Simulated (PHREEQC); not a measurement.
NaOH is added in steps, without added water, to 1 kg of water holding 0.0028 mol/kgw CuCl2 and 0.01 mol/kgw Na2SO4, at 25 °C. O2 is buffered at 0.21 atm. CO2 from the air is kept out. Solids allowed: Cu(OH)2, Brochantite, Antlerite, Atacamite, Halite, Mirabilite, Chalcanthite. Others were left out.

Base run: PHREEQC, ion-association model, wateq4f.dat. Each further column changes one thing. The table gives pH.

```tsv
NaOH added (mol)	base	Na2SO4 replaced by NaAlO2 at the same molality	0.00021 mol/kgw Ca(OH)2 added	diluted 5-fold with water	no solid may form
0	4.91	9.46	4.95	5.36	5.26
0.0007875	4.99	9.53	5.04	6.16	6.39
0.001575	5.09	9.59	5.16	10.62	6.68
0.002363	5.24	9.64	5.26	11.05	6.93
0.00315	5.35	9.69	5.50	11.26	7.18
0.003938	5.75	9.73	8.44	11.40	7.43
0.004725	8.44	9.77	8.45	11.51	7.71
0.005513	8.45	9.80	10.44	11.59	8.33
0.0063	10.77	10.79	10.97	11.66	10.76
```

The database's constant for dissolved Cu(OH)2 is higher than later reviews accept. In at least one series the solution becomes supersaturated in solids that the run did not let form, among them Cu(OH)2, Brochantite, Antlerite, Atacamite. Solids allowed in the column 'Na2SO4 replaced by NaAlO2 at the same molality': Al(OH)3(a), Cu(OH)2, Atacamite, Halite. Solids allowed in the column '0.00021 mol/kgw Ca(OH)2 added': Gypsum, Portlandite, Cu(OH)2, Brochantite, Antlerite, Atacamite, Halite, Mirabilite, Chalcanthite.
